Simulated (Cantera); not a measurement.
Cantera run, input and output.

```python
import numpy as np
import cantera as ct

gas = ct.Solution("h2o2.yaml")
gas.TPX = 600, 1000000, {'H2': 1, 'O2': 0.179, 'N2': 0.536}
flame = ct.FreeFlame(gas, width=0.008)
flame.set_refine_criteria(ratio=3, slope=0.08, curve=0.16)
flame.transport_model = "mixture-averaged"
flame.solve(loglevel=0, auto=True)
z, T = flame.grid, flame.T
thick = (T[-1] - T[0]) / np.gradient(T, z).max()
show = ['H2', 'O2', 'H2O2', 'HO2', 'OH', 'O']
print(f"laminar burning velocity  {flame.velocity[0] * 100:.3f} cm/s")
print(f"burnt temperature         {T[-1]:.1f} K")
print(f"thermal thickness         {thick * 1e3:.4f} mm")
print(f"grid points               {len(z)}")
z0 = z[flame.heat_release_rate.argmax()]
print(f"{'z/mm':>9s}{'T/K':>9s}{'u/(m/s)':>9s}" + "".join(f"{s:>11s}" for s in show))
rows = []
for k in (-3, -2, -1.5, -1, -0.5, -0.25, 0, 0.25, 0.5, 1, 2, 4, 8):
    zz = z0 + k * thick
    rows.append([k * thick, np.interp(zz, z, T), np.interp(zz, z, flame.velocity),
                 *(np.interp(zz, z, flame.X[gas.species_index(s)]) for s in show)])
    print(f"{rows[-1][0] * 1e3:9.3f}{rows[-1][1]:9.1f}{rows[-1][2]:9.3f}" + "".join(f"{x:11.3e}" for x in rows[-1][3:]))
```

It prints:

```
laminar burning velocity  836.656 cm/s
burnt temperature         2192.9 K
thermal thickness         0.0262 mm
grid points               118
     z/mm      T/K  u/(m/s)         H2         O2       H2O2        HO2         OH          O
   -0.079    600.0    8.367  5.831e-01  1.044e-01  5.031e-12  2.090e-10  1.149e-14  3.289e-13
   -0.052    600.1    8.367  5.831e-01  1.044e-01  5.314e-10  2.161e-08  2.869e-12  8.204e-11
   -0.039    600.3    8.369  5.830e-01  1.044e-01  4.662e-09  1.872e-07  3.556e-11  1.012e-09
   -0.026    603.8    8.403  5.821e-01  1.046e-01  1.901e-07  7.414e-06  2.523e-09  5.323e-08
   -0.013    699.6    9.514  5.687e-01  1.053e-01  2.947e-05  8.385e-04  5.958e-05  1.390e-05
   -0.007   1002.2   13.176  5.339e-01  9.557e-02  7.889e-05  9.951e-04  6.201e-04  1.920e-04
    0.000   1384.9   17.801  4.798e-01  6.761e-02  3.180e-05  4.921e-04  1.204e-03  7.895e-04
    0.007   1654.9   21.153  4.310e-01  3.418e-02  5.697e-06  2.258e-04  1.797e-03  9.662e-04
    0.013   1800.2   22.975  4.050e-01  1.398e-02  2.631e-06  8.918e-05  1.952e-03  6.031e-04
    0.026   1920.7   24.422  3.936e-01  2.349e-03  8.368e-07  1.415e-05  1.890e-03  2.064e-04
    0.052   2010.1   25.414  3.973e-01  1.598e-04  2.235e-07  9.655e-07  1.612e-03  8.502e-05
    0.105   2080.9   26.171  4.038e-01  1.275e-05  8.816e-08  1.225e-07  1.175e-03  3.745e-05
    0.209   2131.0   26.695  4.088e-01  3.918e-06  3.617e-08  4.167e-08  7.542e-04  1.393e-05
```

Cantera simulation using the H2/O2 subset of GRI-Mech 3.0, which has no nitrogen chemistry; the numbers are that mechanism's predictions, not measurements. The hydrogen kinetics of GRI-Mech 3.0 are dated; newer H2 mechanisms differ, most at raised pressure. Burning velocities carry a grid error of a few per cent, more on coarse grids.
